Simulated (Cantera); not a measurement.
Low-pressure radical oxidation in H2/O2

An isothermal, constant-pressure homogeneous reactor starts with 0.872 % H2, 99.1 % O2, at 1325 K and 1.28 Torr.

Model: GRI-Mech 3.0 (53 species, 325 reactions), integrated in Cantera. Radical loss at walls, strong at low pressure, is not modelled.

```tsv
t (s)	x H2	x O2	x H	x O	x HO2	x OH
0.000100	0.00872	0.991	6.78e-10	1.84e-10	8.60e-10	1.83e-10
0.000374	0.00872	0.991	1.53e-9	1.79e-9	3.22e-9	1.75e-9
0.00140	0.00872	0.991	2.70e-9	1.20e-8	1.20e-8	1.11e-8
0.00523	0.00872	0.991	1.05e-8	1.02e-7	4.49e-8	8.45e-8
0.0196	0.00871	0.991	8.11e-7	9.53e-6	1.65e-7	7.52e-6
0.0731	6.35e-5	0.983	0.000288	0.00766	6.75e-8	0.00110
0.273	3.09e-5	0.983	0.000257	0.00772	6.16e-8	0.000980
1.02	3.00e-5	0.983	0.000244	0.00746	6.06e-8	0.000964
3.82	2.67e-5	0.984	0.000204	0.00661	5.72e-8	0.000910
14.3	1.81e-5	0.986	0.000112	0.00441	4.69e-8	0.000751
53.5	6.48e-6	0.989	2.34e-5	0.00154	2.67e-8	0.000450
200	1.06e-6	0.991	1.53e-6	0.000249	9.42e-9	0.000182
```
x: mole fraction; the columns are a selection and need not sum to one.

Equilibrium at this temperature and pressure: H2 2.88e-8, O2 0.991, H 6.77e-9, O 6.69e-6, HO2 9.09e-9, OH 3.00e-5 (gas phase only).
